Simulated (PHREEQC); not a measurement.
Copper plating or etch bath (model solution)

Make-up at 25 °C: 16 mmol/kgw Cu(NO3)2, 0.84 mmol/kgw H2SO4 and 0.26 mmol/kgw H3BO3. Closed to the air; pH follows from the charge balance.

Equilibrium calculation in PHREEQC: ion-association model, phreeqc.dat.

Each row changes one thing in this solution. This is a speciation only: nothing precipitates in the calculation.

```csv
case,pH,SO4-2 (mol/kgw),HSO4- (mol/kgw),H2BO3- (mol/kgw)
as made,2.85,0.000470,3.62e-5,1.31e-10
diluted 2-fold with water,3.14,0.000271,1.24e-5,1.20e-10
Cu(NO3)2 from 0.016 to 0.024 mol/kgw,2.86,0.000437,3.03e-5,1.38e-10
Cu(NO3)2 left out,2.82,0.000746,9.36e-5,1.05e-10
temperature from 25 to 55 °C,2.86,0.000432,6.50e-5,2.24e-10
diluted 100-fold with water,4.78,8.17e-6,1.21e-8,9.31e-11
0.00018 mol/kgw HCl added,2.81,0.000468,3.99e-5,1.18e-10
H3BO3 from 0.00026 to 0.00013 mol/kgw,2.85,0.000470,3.62e-5,6.55e-11
```

At this temperature some constants are extrapolated from 25 °C, and those without enthalpy data are left unchanged.
